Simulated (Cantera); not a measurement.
Charge: 1 mol MgSO4, 0.053 mol H2, 0.015 mol H2O, at 623.15 K and 1 atm.

Method: chemical equilibrium by Gibbs-energy minimisation in Cantera with the NASA 1993 tables (ideal gas, pure condensed phases). Candidate condensed phases: H2O, H2SO4, Mg, MgO, Mg(OH)2, MgS, MgSO4, S; 26 gas species. Gases not in the tables: S3 to S7. Rates play no part.

Base state: H2O 0.805, H2S 0.194, SO2 0.000329, S2 0.000239, H2 0.000143, S8 1.91e-5 (mole fractions); condensed: MgO(s) + MgSO4(s).

Problem. What changes in the equilibrium state with this change: temperature from 623.15 K to 2125 K?

Solution. 
```csv
species,before,after
SO2,0.000329,0.646
O2,<1e-9,0.305
H2O,0.805,0.0427
H2S,0.194,<1e-9
OH,<1e-9,0.00260
SO3,<1e-9,0.00145
O,<1e-9,0.000907
SO,<1e-9,0.000501
"MgO(s), mol",0.0133,1.000
"MgSO4(s), mol",0.987,0
```

Problem. What changes in the equilibrium state with this change: MgSO4 replaced by CaCO3?

Solution. 
```tsv
species	before	after
H2	0.000143	0.584
H2O	0.805	0.336
CH4	0	0.0801
H2S	0.194	0
SO2	0.000329	0
S2	0.000239	0
S8	1.91e-5	0
MgO(s), mol	0.0133	0
MgSO4(s), mol	0.987	0
CaCO3(calcite), mol	0	0.995
Ca(OH)2(s), mol	0	0.00470
```
Further candidate phases: C, C6H6, C7H8, C8H18, Ca, CaCO3, CaO, Ca(OH)2.
